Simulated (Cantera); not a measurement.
**Si + NF₃ + HF (silicon etching in halogen gases)**

Input: 1 mol Si, 0.71 mol NF₃, 20 mol HF, at 1723 K and 6.30 Pa.

Equilibrium computed with Cantera from the NASA thermochemical tables; the gas is ideal and each condensed phase is pure. Candidate condensed phases: Si, Si₃N₄; 37 gas species. The tables' values for SiF₃, SiF₂ are old estimates; treat these amounts as uncertain. Kinetics and transport are ignored.

```yaml
x(HF): 0.889
x(SiF₄): 0.0432
x(H₂): 0.0404
x(N₂): 0.0173
x(SiF₃): 0.00524
x(H): 0.00462
x(SiF₂): 0.000258
x(F): 1.13e-5
x(SiHF₃): 3.87e-6
gas_amount: 20.53 mol
log10 activity of Si(l) (absent): -7.15
```
